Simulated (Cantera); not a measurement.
A freely propagating, adiabatic, planar premixed flame of 25.7 % H2, 14.3 % O2, 53.8 % N2, 6.18 % H2O, equivalence ratio 0.90, unburnt at 400 K and 3750 Torr; unity-Lewis-number transport, grid criteria slope 0.08 and curve 0.16, no radiation.

Detailed kinetics in Cantera: the H2/O2 subset of GRI-Mech 3.0, which has no nitrogen chemistry. The hydrogen kinetics of GRI-Mech 3.0 are dated; newer H2 mechanisms differ, most at raised pressure. Unity Lewis numbers drop preferential diffusion, which matters most where H2 and H carry the flame. Burning velocities carry a grid error of a few per cent, more on coarse grids.

Question: Predict: laminar burning velocity; thermal thickness; peak x(O); peak x(H); peak x(H2O2).

Answer: 
```json
{
  "laminar_burning_velocity": "193 cm/s",
  "thermal_thickness": "0.0486 mm",
  "peak x(O)": "0.00512",
  "peak x(H)": "0.0187",
  "peak x(H2O2)": "7.93e-5"
}
```
